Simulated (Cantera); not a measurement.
**Reactions in the system Cu-F-H**

Standard-state values (1 bar) from the NASA 1993 polynomials, evaluated with Cantera. Values are per mole of reaction as written; species without (g) are pure solids or liquids, kept so even where they would boil at 1 bar.

H2(g) + CuF2(g) → Cu + 2 HF(g)

```tsv
T (K)	ΔH° (kJ)	ΔS° (J/K)	ΔG° (kJ)	log10 K
1700	-259.7	-1.8	-256.6	7.88
1750	-259.4	-1.6	-256.5	7.66
1800	-259.0	-1.4	-256.4	7.44
1850	-258.6	-1.2	-256.4	7.24
1900	-258.2	-1.0	-256.3	7.05
1950	-257.9	-0.8	-256.3	6.86
2000	-257.5	-0.6	-256.2	6.69
```
